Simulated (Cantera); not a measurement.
Charge: 1 mol HgO, 0.13 mol H2, equilibrated at 0.400 bar.

Method: chemical equilibrium by Gibbs-energy minimisation in Cantera with the NASA 1993 tables (ideal gas, pure condensed phases). Candidate condensed phases: H2O, Hg, HgO; 10 gas species. Equilibrium is a limit: real reactors are often held back by kinetics, nucleation or transport.

Problem. At 1173 K, list the 3 most abundant gas species with their mole fractions, and the condensed phases.

Solution. Hg 0.639, O2 0.278, H2O 0.0831. Condensed: gas only.
